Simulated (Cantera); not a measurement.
Feed: 1 mol CH4, 0.78 mol H2O, 0.71 mol H2, held at 16000 Pa.

Cantera equilibrium calculation (NASA polynomials, part measured and part estimated; ideal gas, pure solids and liquids). Candidate condensed phases: C, C6H6, C7H8, C8H18, H2O; 110 gas species. The numbers say what is thermodynamically allowed, not how fast it happens. All values below are at 1323 K.

Base state: H2 0.816, CO 0.183, CH4 0.000725, H2O 0.000175, CO2 2.11e-5 (mole fractions); condensed: C(graphite).

Problem. What changes in the equilibrium state with this change: pressure from 16000 Pa to 1000000 Pa?

Solution. 
```
species             before    after
----------------  --------  -------
H2                   0.816    0.769
CO                   0.183    0.179
CH4               0.000725   0.0402
H2O               0.000175   0.0101
CO2                2.11e-5  0.00127
C2H4               1.87e-7  1.04e-5
C(graphite), mol     0.218    0.103
```
